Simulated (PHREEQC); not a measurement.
Make-up at 25 °C: 0.0044 mol NaHSO4, 0.002 mol NH3 and 0.26 mol LiCl per kg of water. Closed to the air; pH follows from the charge balance.

The numbers come from PHREEQC with the ion-association model, wateq4f.dat.

```csv
quantity,before,after
pH,2.76,9.48
ionic strength (mol/kgw),0.271,0.271
SO4-2 (mol/kgw),0.00319,0.00332
HSO4- (mol/kgw),0.000198,3.95e-11
NH4SO4- (mol/kgw),2.17e-5,5.02e-5
NaSO4- (mol/kgw),1.83e-5,1.91e-5
SI of Mirabilite (Na2SO4:10H2O),-7.00,-6.98
```

### Question
Name the change that produced these shifts.
A) NH3 from 0.002 to 0.01 mol/kgw
B) diluted 5-fold with water
C) LiCl left out
D) diluted 2-fold with water
E) temperature from 25 to 30 °C

### Answer
A, NH3 from 0.002 to 0.01 mol/kgw

No solid was allowed to form.
